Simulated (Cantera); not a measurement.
Input: 1 mol CuO, 6.8 mol C, 0.14 mol CO, equilibrated at 10.0 mbar.

These are equilibrium values from Cantera (NASA tables, ideal gas, pure condensed phases), not measurements of a reactor. Candidate condensed phases: C, Cu, CuO, Cu₂O; 15 gas species. Kinetics and transport are ignored.

log p: log10 of the partial pressure in bar; n: condensed amount in mol.

```tsv
T (K)	log p CO	log p Cu	log p Cu₂	log p CO₂	log p C₃	log p C	n C(graphite)	n Cu(s)	n Cu(l)
1173	-2.00	-8.24	?	-5.55	<-14	<-14	5.80	1.000	0
1323	-2.00	-6.57	?	-6.40	<-14	<-14	5.80	1.000	0
1473	-2.00	-5.29	?	-7.07	<-14	<-14	5.80	0	0.999
1623	-2.00	-4.26	?	-7.62	<-14	<-14	5.80	0	0.994
1773	-2.02	-3.40	?	-8.09	-13.30	-12.91	5.80	0	0.953
1923	-2.10	-2.69	?	-8.62	-11.41	-11.27	5.80	0	0.705
2073	-2.27	-2.33	?	-9.28	-9.80	-9.86	5.80	0	0
2223	-2.27	-2.33	?	-9.55	-8.42	-8.64	5.80	0	0
2373	-2.27	-2.33	?	-9.78	-7.21	-7.58	5.80	0	0
2523	-2.27	-2.33	?	-9.98	-6.15	-6.64	5.80	0	0
```

Problem. Complete the blanks.

Solution. 
- 1173, log p Cu₂: -12.93
- 1323, log p Cu₂: -10.56
- 1473, log p Cu₂: -8.77
- 1623, log p Cu₂: -7.35
- 1773, log p Cu₂: -6.17
- 1923, log p Cu₂: -5.19
- 2073, log p Cu₂: -4.86
- 2223, log p Cu₂: -5.19
- 2373, log p Cu₂: -5.49
- 2523, log p Cu₂: -5.75
